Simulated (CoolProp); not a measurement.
Saturation properties of R1132(E).

Values from CoolProp's reference Helmholtz-energy equation of state, Akasaka 2024.

| T (°C) | p (kPa) | liquid density (kg/m³) | vapour density (kg/m³) |
|---|---|---|---|
| -9.25 | 605.6 | 1030 | 20.00 |
| -3.25 | 736.9 | 1012 | 24.26 |
| 2.75 | 888.3 | 993.7 | 29.23 |
| 8.75 | 1062 | 974.3 | 35.02 |
| 14.75 | 1259 | 954.0 | 41.76 |
| 20.75 | 1482 | 932.5 | 49.60 |
| 26.75 | 1734 | 909.7 | 58.76 |
| 32.65 | 2010 | 885.6 | 69.32 |
